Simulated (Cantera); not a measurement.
A Cantera script and its output.

```python
import numpy as np
import cantera as ct

gas = ct.Solution("gri30.yaml")
gas.TPX = 1375, 29000, {'CO': 0.027, 'O2': 0.037, 'H2O': 0.026, 'N2': 1}
inlet = ct.Reservoir(gas, clone=True)

reactor = ct.IdealGasConstPressureReactor(gas, energy="off", clone=False)
exhaust = ct.Reservoir(gas, clone=True)
tau = [0.53, 0.2, 0.073, 0.027, 0.01, 0.0038, 0.0014, 0.00053][0]
for a, b in ((inlet, reactor), (reactor, exhaust)):
    ct.MassFlowController(a, b, mdot=lambda t: reactor.mass / tau)
net = ct.ReactorNet([reactor])
show = ['CO', 'O2', 'H2O', 'NO2', 'H2O2']

rows = []
print(f"{'tau/s':>10s}{'T/K':>9s}" + "".join(f"{s:>11s}" for s in show))
for tau in [0.53, 0.2, 0.073, 0.027, 0.01, 0.0038, 0.0014, 0.00053]:
    net.initial_time = 0.0
    net.advance(30 * tau)
    before = gas.X
    net.advance(40 * tau)
    drift = np.max(np.abs(gas.X - before) / (gas.X + 1e-9))
    rows.append([gas.T, *gas[show].X, drift])
    print(f"{tau:10.3e}{gas.T:9.1f}" + "".join(f"{x:11.3e}" for x in gas[show].X))
```

Result:

```
     tau/s      T/K         CO         O2        H2O        NO2       H2O2
 5.300e-01   1375.0  3.758e-04  2.193e-02  2.395e-02  7.083e-10  4.700e-08
 2.000e-01   1375.0  7.096e-04  2.206e-02  2.382e-02  4.496e-10  6.975e-08
 7.300e-02   1375.0  1.352e-03  2.232e-02  2.358e-02  3.442e-10  9.904e-08
 2.700e-02   1375.0  2.501e-03  2.282e-02  2.317e-02  3.057e-10  1.303e-07
 1.000e-02   1375.0  4.485e-03  2.372e-02  2.255e-02  2.740e-10  1.572e-07
 3.800e-03   1375.0  7.646e-03  2.518e-02  2.184e-02  2.117e-10  1.720e-07
 1.400e-03   1375.0  1.267e-02  2.752e-02  2.157e-02  1.086e-10  1.700e-07
 5.300e-04   1375.0  1.901e-02  3.060e-02  2.237e-02  2.434e-11  1.361e-07
```

Computed with Cantera and GRI-Mech 3.0 (53 species, 325 reactions).
